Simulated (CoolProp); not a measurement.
Saturated liquid density (kg/m³) of decamethyltetrasiloxane (MD2M): the reference equation beside estimates from Tc = 599.4 K, pc = 1144 kPa, ω = 0.635. Rackett uses Z = 0.29056 − 0.08775 ω.

Model: reference Helmholtz-energy equation of state, Thol 2017, in CoolProp.

```csv
T (K),reference,Rackett,van der Waals,Redlich-Kwong,Soave-Redlich-Kwong,Peng-Robinson
348.1,798.7,940.5,445.3,656.9,705.4,793.2
359.2,787.5,927.0,439.8,647.5,697.8,785.1
370.3,776.1,913.2,434.2,637.8,689.7,776.5
381.3,764.7,899.3,428.5,627.8,681.3,767.5
392.4,753.1,885.0,422.5,617.4,672.3,757.9
403.5,741.2,870.3,416.4,606.6,662.8,747.7
414.5,729.3,855.4,410.1,595.5,652.9,737.0
425.6,716.9,840.0,403.5,583.8,642.2,725.4
436.7,704.3,824.2,396.7,571.6,630.9,713.1
```

Absolute difference from the reference over all 9 rows, mean and median: Rackett 17.5 and 17.5 %, van der Waals 43.9 and 43.9 %, Redlich-Kwong 18.1 and 18.0 %, Soave-Redlich-Kwong 10.9 and 10.7 %, Peng-Robinson 0.7 and 0.7 %.
